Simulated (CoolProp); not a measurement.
Saturation properties of carbon monoxide.

Model: reference Helmholtz-energy equation of state, Lemmon 2006, in CoolProp. It is a short technical equation, of lower accuracy than the large ones.

```tsv
T (K)	p (MPa)	liquid density (kg/m³)	surface tension (mN/m)
98.5	0.4864	713.3	6.02
101.5	0.6073	697.3	5.42
104.4	0.7435	681.2	4.85
107.4	[?]	663.5	4.27
110.4	[?]	644.9	3.69
113.4	1.306	[?]	3.13
116.4	1.547	603.3	2.59
119.3	[?]	580.5	[?]
122.3	2.112	554.0	1.55
125.3	[?]	523.2	[?]
128.3	2.830	484.8	0.592
```

What belongs in the gaps?


- 107.4, p (MPa): 0.9062
- 110.4, p (MPa): 1.093
- 113.4, liquid density (kg/m³): 624.9
- 119.3, p (MPa): 1.809
- 119.3, surface tension (mN/m): 2.07
- 125.3, p (MPa): 2.451
- 125.3, surface tension (mN/m): 1.06

It boils at 81.6 K under 1 atm.

Surface tension comes from a separate correlation (Mulero 2012).
